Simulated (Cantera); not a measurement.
Moist CO burnout

A perfectly stirred reactor is fed with 1.64 % CO, 0.827 % O2, 1.35 % H2O, 96.2 % N2, equivalence ratio 0.99, at 3750 Torr; it is held at 1125 K, and followed from long to short residence time.

Model: GRI-Mech 3.0 (53 species, 325 reactions), integrated in Cantera.

| τ (s) | x CO | x O2 | x H2O | x H2 | x NO |
|---|---|---|---|---|---|
| 8.3 | 0.000427 | 0.000333 | 0.0135 | 4.55e-5 | 6.95e-8 |
| 2.5 | 0.000911 | 0.000582 | 0.0135 | 6.04e-5 | 6.47e-8 |
| 0.75 | 0.00209 | 0.00118 | 0.0135 | 7.74e-5 | 4.93e-8 |
| 0.22 | 0.00484 | 0.00256 | 0.0134 | 9.49e-5 | 2.54e-8 |
| 0.067 | 0.00912 | 0.00470 | 0.0134 | 0.000102 | 8.09e-9 |
| 0.020 | 0.0132 | 0.00674 | 0.0134 | 8.54e-5 | 1.62e-9 |
| 0.0060 | 0.0154 | 0.00780 | 0.0134 | 4.52e-5 | 2.63e-10 |
| 0.0018 | 0.0161 | 0.00816 | 0.0135 | 1.31e-5 | 3.69e-11 |
| 0.00054 | 0.0163 | 0.00826 | 0.0135 | 8.66e-7 | 1.09e-12 |
| 0.00016 | 0.0164 | 0.00827 | 0.0135 | 1.95e-10 | <1e-12 |
x: mole fraction; the columns are a selection and need not sum to one.
